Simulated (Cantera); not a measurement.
Input: 1 mol n-butane, 1.6 mol O₂, 0.68 mol H₂, held at 525 K and 0.0360 bar.

Method: chemical equilibrium by Gibbs-energy minimisation in Cantera with the NASA 1993 tables (ideal gas, pure condensed phases). Candidate condensed phases: C, C₆H₆, C₇H₈, C₈H₁₈, H₂O; 110 gas species. Rates play no part.

Base state: H₂O 0.524, CH₄ 0.302, H₂ 0.0921, CO₂ 0.0818, CO 0.000165 (mole fractions); condensed: C(graphite).

Task: What changes in the equilibrium state with this change: O₂ from 1.6 to 0.017 mol?

Result: 
| species | before | after |
|---|---|---|
| CH₄ | 0.302 | 0.836 |
| H₂ | 0.0921 | 0.153 |
| H₂O | 0.524 | 0.0110 |
| CO₂ | 0.0818 | 1.30e-5 |
| CO | 0.000165 | 2.08e-6 |
| C(graphite), mol | 2.21 | 1.41 |

Task: What changes in the equilibrium state with this change: n-butane replaced by C₂H₅OH?

Result: 
| species | before | after |
|---|---|---|
| H₂O | 0.524 | 0.579 |
| CO₂ | 0.0818 | 0.227 |
| CH₄ | 0.302 | 0.133 |
| H₂ | 0.0921 | 0.0611 |
| CO | 0.000165 | 0.000276 |
| C(graphite), mol | 2.21 | 0.535 |

Task: What changes in the equilibrium state with this change: O₂ from 1.6 to 0.036 mol?

Result: 
| species | before | after |
|---|---|---|
| CH₄ | 0.302 | 0.825 |
| H₂ | 0.0921 | 0.152 |
| H₂O | 0.524 | 0.0230 |
| CO₂ | 0.0818 | 5.79e-5 |
| CO | 0.000165 | 4.40e-6 |
| C(graphite), mol | 2.21 | 1.43 |
